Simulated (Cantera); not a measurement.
A closed system holds: 1 mol TiCl4, 10 mol O2, 490 mol H2, held at 2100 K and 1.00 bar.

Cantera equilibrium calculation (NASA polynomials, part measured and part estimated; ideal gas, pure solids and liquids). Candidate condensed phases: H2O, Ti, TiCl2, TiCl3, TiCl4, TiO, TiO2, Ti2O3, Ti3O5, Ti4O7; 23 gas species. Condensed phases not in the tables: Magnéli phases beyond Ti4O7. Kinetics and transport are ignored.

Base state: H2 0.952, H2O 0.0370, HCl 0.00810, H 0.00304, Cl 1.90e-5, OH 1.41e-5 (mole fractions); condensed: Ti4O7(l).

Question: What changes in the equilibrium state with this change: TiCl4 replaced by Ti?

Answer: 
```tsv
species	before	after
H2	0.952	0.960
H2O	0.0370	0.0372
H	0.00304	0.00305
HCl	0.00810	0
Cl	1.90e-5	0
OH	1.41e-5	1.41e-5
Ti4O7(l), mol	0.250	0.250
```

Question: What changes in the equilibrium state with this change: temperature from 2100 K to 2175 K?

Answer: 
| species | before | after |
|---|---|---|
| H2 | 0.952 | 0.950 |
| H2O | 0.0370 | 0.0371 |
| HCl | 0.00810 | 0.00808 |
| H | 0.00304 | 0.00476 |
| OH | 1.41e-5 | 2.50e-5 |
| Cl | 1.90e-5 | 2.95e-5 |
| Ti4O7(l), mol | 0.250 | 0 |
| Ti3O5(l), mol | 0 | 0.333 |

Question: What changes in the equilibrium state with this change: O2 from 10 to 4.4 mol?

Answer: 
```csv
species,before,after
H2,0.952,0.974
H2O,0.0370,0.0145
HCl,0.00810,0.00810
H,0.00304,0.00308
OH,1.41e-5,5.44e-6
Cl,1.90e-5,1.88e-5
"Ti4O7(l), mol",0.250,0
"Ti3O5(l), mol",0,0.333
```
